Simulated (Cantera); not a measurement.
What does this Cantera script print?

```python
import numpy as np
import cantera as ct

gas = ct.Solution("gri30.yaml")
gas.TPX = 1300, 500000, {'CH4': 1, 'O2': 1.18, 'N2': 4.42, 'CO2': 0.62}
reactor = ct.IdealGasConstPressureReactor(gas, energy="on", clone=False)
net = ct.ReactorNet([reactor])
net.rtol, net.atol = 1e-08, 1e-16
show = ['CH4', 'O2', 'CO2', 'N2O', 'H2', 'NO2']
times = np.geomspace(1e-06, 3, 15)

steps = ct.SolutionArray(gas, extra=["t"])
rows = []
print(f"{'t/s':>10s}{'T/K':>9s}{'P/Pa':>11s}" + "".join(f"{s:>11s}" for s in show))
for t in times:
    while net.time < t:
        t_next = net.step()
        steps.append(gas.state, t=t_next)
    rows.append([np.interp(t, steps.t, y) for y in (steps.T, steps.P, *steps(*show).X.T)])
    print(f"{t:10.3e}{rows[-1][0]:9.1f}{rows[-1][1]:11.4g}" + "".join(f"{x:11.3e}" for x in rows[-1][2:]))
rate = np.gradient(steps.T, steps.t)
print("integrator steps:", len(steps.t))
if steps.T.max() > steps.T[0] + 200:
    print(f"time of steepest temperature rise: {steps.t[rate.argmax()]:.4e} s")
gas.TPX = 1300, 500000, {'CH4': 1, 'O2': 1.18, 'N2': 4.42, 'CO2': 0.62}
gas.equilibrate("HP")
print(f"equilibrium (HP): T = {gas.T:.1f} K  " + "  ".join(f"{s} {gas[s].X[0]:.3e}" for s in show))
```

It prints:

```
       t/s      T/K       P/Pa        CH4         O2        CO2        N2O         H2        NO2
 1.000e-06   1300.0      5e+05  1.385e-01  1.634e-01  8.587e-02  3.783e-15  7.719e-10  2.600e-26
 2.902e-06   1300.0      5e+05  1.385e-01  1.634e-01  8.587e-02  2.371e-14  2.560e-09  9.944e-25
 8.420e-06   1300.0      5e+05  1.385e-01  1.634e-01  8.587e-02  1.727e-13  9.171e-09  3.966e-23
 2.443e-05   1300.0      5e+05  1.385e-01  1.634e-01  8.587e-02  1.303e-12  4.338e-08  1.968e-21
 7.089e-05   1300.0      5e+05  1.385e-01  1.634e-01  8.587e-02  9.022e-12  3.616e-07  1.242e-19
 2.057e-04   1300.1      5e+05  1.385e-01  1.634e-01  8.587e-02  4.469e-11  4.074e-06  6.206e-18
 5.969e-04   1300.7      5e+05  1.383e-01  1.633e-01  8.587e-02  1.828e-10  2.632e-05  1.880e-16
 1.732e-03   1304.7      5e+05  1.373e-01  1.627e-01  8.587e-02  1.056e-09  1.920e-04  8.180e-15
 5.026e-03   2405.6      5e+05  2.632e-11  2.087e-05  6.375e-02  1.532e-08  6.593e-02  2.408e-09
 1.458e-02   2405.3      5e+05  2.617e-11  2.080e-05  6.373e-02  1.627e-08  6.596e-02  3.237e-09
 4.232e-02   2405.2      5e+05  2.621e-11  2.077e-05  6.373e-02  1.667e-08  6.596e-02  3.520e-09
 1.228e-01   2405.2      5e+05  2.621e-11  2.077e-05  6.373e-02  1.667e-08  6.596e-02  3.524e-09
 3.563e-01   2405.2      5e+05  2.621e-11  2.077e-05  6.373e-02  1.667e-08  6.596e-02  3.524e-09
 1.034e+00   2405.2      5e+05  2.621e-11  2.077e-05  6.373e-02  1.667e-08  6.596e-02  3.524e-09
 3.000e+00   2405.2      5e+05  2.621e-11  2.077e-05  6.373e-02  1.667e-08  6.596e-02  3.524e-09
integrator steps: 2216
time of steepest temperature rise: 4.4886e-03 s
equilibrium (HP): T = 2405.2 K  CH4 2.935e-11  O2 2.077e-05  CO2 6.373e-02  N2O 1.667e-08  H2 6.596e-02  NO2 3.524e-09
```

Computed with Cantera and GRI-Mech 3.0 (53 species, 325 reactions).
